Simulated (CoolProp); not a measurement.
The numbers come from the reference Helmholtz-energy equation of state, Smukala 2000 in CoolProp.

Q: For ethylene, give the phase and the cv (kJ/(kg K)), Joule-Thomson coefficient (K/MPa) at -42.85 °C and 0.101 MPa.

A: 
- -42.85 °C and 0.101 MPa: gas; cv 1.04, Joule-Thomson coefficient 19.3
